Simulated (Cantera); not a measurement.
A perfectly stirred reactor is fed with 1.61 % C₂H₆, 98.4 % N₂, at 25.5 Torr; it is held at 1323 K, and followed from long to short residence time.

Cantera simulation using GRI-Mech 3.0 (53 species, 325 reactions); the numbers are that mechanism's predictions, not measurements. GRI-Mech 3.0 stops at C3 and has no aromatics, soot or wall deposition, so with more carbon than oxygen in the feed, carbon stays in small species such as C2H2 where larger ones or solid carbon would form. Radical loss at walls, strong at low pressure, is not modelled.

Problem. Predict: x(C₂H₆) at τ = 1.50 s; x(C₂H₄) at τ = 1.50 s; x(CH₂) at τ = 1.50 s; x(C₂H₂) at τ = 1.50 s; x(HCN) at τ = 1.50 s; x(C₂H₆) at τ = 12.0 ms; x(C₂H₄) at τ = 12.0 ms; x(CH₂) at τ = 12.0 ms; x(C₂H₂) at τ = 12.0 ms; x(HCN) at τ = 12.0 ms.

Solution. 
- x(C₂H₆) at τ = 1.50 s: 0.000281
- x(C₂H₄) at τ = 1.50 s: 0.00148
- x(CH₂) at τ = 1.50 s: 2.86e-8
- x(C₂H₂) at τ = 1.50 s: 0.0122
- x(HCN) at τ = 1.50 s: 7.64e-8
- x(C₂H₆) at τ = 12.0 ms: 0.0113
- x(C₂H₄) at τ = 12.0 ms: 0.00389
- x(CH₂) at τ = 12.0 ms: 2.11e-7
- x(C₂H₂) at τ = 12.0 ms: 0.000303
- x(HCN) at τ = 12.0 ms: 2.07e-8
